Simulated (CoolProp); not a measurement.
Vapour-liquid equilibrium of R1234ze(E) (1) + n-pentane (2) at 5.94 bar; x and y are mole fractions of (1).

Computed with CoolProp (multi-fluid Helmholtz-energy mixture model, Thol 2016 and Thol 2019; pair parameters Bell 2016).

| x | bubble temperature, mixture model (°C) | bubble temperature, Raoult's law (°C) | y, mixture model | y, Raoult's law |
|---|---|---|---|---|
| 0.05 | 86.2 | 91.7 | 0.278 | 0.216 |
| 0.125 | 70.5 | 81.5 | 0.530 | 0.436 |
| 0.2 | 59.9 | 73.3 | 0.666 | 0.583 |
| 0.275 | 52.7 | 66.4 | 0.743 | 0.687 |
| 0.35 | 47.7 | 60.5 | 0.791 | 0.762 |
| 0.425 | 44.2 | 55.5 | 0.823 | 0.818 |
| 0.5 | 41.5 | 51.0 | 0.847 | 0.862 |
| 0.575 | 39.5 | 47.1 | 0.867 | 0.896 |
| 0.65 | 37.7 | 43.6 | 0.884 | 0.923 |
| 0.725 | 36.2 | 40.4 | 0.902 | 0.946 |
| 0.8 | 34.7 | 37.5 | 0.921 | 0.964 |
| 0.875 | 33.3 | 34.9 | 0.945 | 0.980 |
| 0.95 | 31.8 | 32.4 | 0.974 | 0.992 |

The largest gap from Raoult's law is -13.7 K in bubble temperature, at x = 0.275. No azeotrope shows between x = 0.05 and 0.95.

The pair parameters rest on a limited set of measurements; away from them the model extrapolates.
